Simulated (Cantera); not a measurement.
## Adiabatic ignition

An adiabatic, constant-pressure homogeneous reactor starts with 8.25 % CH4, 0.388 % C2H6, 19.2 % O2, 72.2 % N2, at 1000 K and 0.380 bar.

Cantera simulation using GRI-Mech 3.0 (53 species, 325 reactions); the numbers are that mechanism's predictions, not measurements.

```json
[
 {"t (s)": "9.00e-6", "T (K)": "1000", "x CH4": "0.0825", "x C2H6": "0.00388", "x O2": "0.192", "x C2H4": "<1e-12", "x NO": "<1e-12"},
 {"t (s)": "2.88e-5", "T (K)": "1000", "x CH4": "0.0825", "x C2H6": "0.00388", "x O2": "0.192", "x C2H4": "<1e-12", "x NO": "<1e-12"},
 {"t (s)": "9.19e-5", "T (K)": "1000", "x CH4": "0.0825", "x C2H6": "0.00388", "x O2": "0.192", "x C2H4": "3.53e-12", "x NO": "<1e-12"},
 {"t (s)": "0.000294", "T (K)": "1000", "x CH4": "0.0825", "x C2H6": "0.00388", "x O2": "0.192", "x C2H4": "4.00e-11", "x NO": "<1e-12"},
 {"t (s)": "0.000939", "T (K)": "1000", "x CH4": "0.0825", "x C2H6": "0.00388", "x O2": "0.192", "x C2H4": "4.16e-10", "x NO": "<1e-12"},
 {"t (s)": "0.00300", "T (K)": "1000", "x CH4": "0.0825", "x C2H6": "0.00388", "x O2": "0.192", "x C2H4": "4.09e-9", "x NO": "<1e-12"},
 {"t (s)": "0.00959", "T (K)": "1000", "x CH4": "0.0825", "x C2H6": "0.00388", "x O2": "0.192", "x C2H4": "3.69e-8", "x NO": "<1e-12"},
 {"t (s)": "0.0306", "T (K)": "1000", "x CH4": "0.0825", "x C2H6": "0.00388", "x O2": "0.192", "x C2H4": "3.38e-7", "x NO": "<1e-12"},
 {"t (s)": "0.0979", "T (K)": "1000", "x CH4": "0.0824", "x C2H6": "0.00387", "x O2": "0.192", "x C2H4": "9.38e-6", "x NO": "<1e-12"},
 {"t (s)": "0.313", "T (K)": "1003", "x CH4": "0.0819", "x C2H6": "0.00374", "x O2": "0.192", "x C2H4": "0.000203", "x NO": "<1e-12"},
 {"t (s)": "1.00", "T (K)": "2467", "x CH4": "<1e-12", "x C2H6": "<1e-12", "x O2": "0.0219", "x C2H4": "<1e-12", "x NO": "0.00663"}
]
```
x: mole fraction; the columns are a selection and need not sum to one.

- time of steepest temperature rise = 0.479 s
- temperature at 1.00 s = 2467 K
- equilibrium temperature = 2467 K
- x(CH4) at 1.00 s = <1e-12 (gas-phase equilibrium <1e-12)
- x(C2H6) at 1.00 s = <1e-12 (gas-phase equilibrium <1e-12)
- x(O2) at 1.00 s = 0.0219 (gas-phase equilibrium 0.0219)
